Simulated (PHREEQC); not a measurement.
Dissolve 0.088 mol HF, 0.00048 mol NH4F and 0.012 mol H3PO4 per kg of water at 85 °C. Closed to the air; pH follows from the charge balance.

Equilibrium calculation in PHREEQC: ion-association model, wateq4f.dat.

This is a speciation only: nothing precipitates in the calculation.

Order these F species by the share of F that they hold, largest first: F-, HF, H2F2, HF2-.

HF (91 %), H2F2 (3.6 %), F- (3.0 %), HF2- (2.0 %)

The pH is 2.16 and the ionic strength 0.00806 mol/kgw. Complexes and solids missing from the database can't appear. H3PO4, which wateq4f.dat lacks, is added to it with the constant of phreeqc.dat. At this temperature some constants are extrapolated from 25 °C, and those without enthalpy data are left unchanged.
